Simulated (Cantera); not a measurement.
An isothermal plug-flow reactor at 775 K and 3750 Torr (inlet), inlet velocity 0.13 m/s, active area per volume 1200 1/m; feed H2 : O2 : N2 = 0.0021 : 0.037 : 0.79 (molar parts).

Computed with Cantera and Deutschmann's 1995 Pt surface mechanism with GRI-Mech 3.0 gas chemistry. Catalytic surfaces can have several steady states; this one follows from the mechanism file's or the stated starting coverage. Mass transfer to the wall is taken as infinitely fast.

Task: What does this change do: temperature 775 to 500 K?

Result: 
```csv
quantity,before,after
x(H2) at z = 0.0064 m,<1e-12,1.84e-5
x(O2) at z = 0.0064 m,0.0434,0.0434
x(H2O) at z = 0.0064 m,0.00254,0.00252
θ(O*) at the exit,0.980,0.996
θ(OH*) at the exit,0.00186,0.00358
```
